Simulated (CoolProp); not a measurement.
A single-stage vapour-compression cycle with the fluid: evaporating at 306.15 K (dew point), condensing at 342.15 K (bubble point), superheat 0 K, subcooling 2 K, compressor efficiency 0.85, no pressure losses. The same conditions are run with several fluids, on thermodynamics alone (safety and materials aside).

Computed with CoolProp (reference Helmholtz-energy equation of state of each fluid (dimethyl ether: Wu 2011; n-hexane: Thol 2019; hydrogen sulfide: Lemmon 2006; propane: Lemmon 2009; chlorine: Thol 2021; isobutene: Lemmon 2005)).

```json
[
 {"fluid": "dimethyl ether", "cooling COP": "[?]", "pressure ratio": "2.39", "discharge temperature (K)": "352.1", "refrigerating effect (kJ/kg)": "299", "volumetric capacity (kJ/m³)": "[?]"},
 {"fluid": "n-hexane", "cooling COP": "6.30", "pressure ratio": "3.62", "discharge temperature (K)": "342.1", "refrigerating effect (kJ/kg)": "280", "volumetric capacity (kJ/m³)": "273"},
 {"fluid": "hydrogen sulfide", "cooling COP": "5.48", "pressure ratio": "2.12", "discharge temperature (K)": "378.9", "refrigerating effect (kJ/kg)": "313", "volumetric capacity (kJ/m³)": "12900"},
 {"fluid": "propane", "cooling COP": "5.27", "pressure ratio": "[?]", "discharge temperature (K)": "348.3", "refrigerating effect (kJ/kg)": "217", "volumetric capacity (kJ/m³)": "5500"},
 {"fluid": "chlorine", "cooling COP": "6.16", "pressure ratio": "2.27", "discharge temperature (K)": "384.6", "refrigerating effect (kJ/kg)": "206", "volumetric capacity (kJ/m³)": "[?]"},
 {"fluid": "isobutene", "cooling COP": "6.03", "pressure ratio": "2.49", "discharge temperature (K)": "342.1", "refrigerating effect (kJ/kg)": "[?]", "volumetric capacity (kJ/m³)": "2500"}
]
```

**Question.** Some entries are withheld; supply them.

**Answer.** 
- dimethyl ether, cooling COP: 6.02
- dimethyl ether, volumetric capacity (kJ/m³): 4640
- propane, pressure ratio: 2.19
- chlorine, volumetric capacity (kJ/m³): 6260
- isobutene, refrigerating effect (kJ/kg): 263

The compression ends wet for: n-hexane; isobutene.
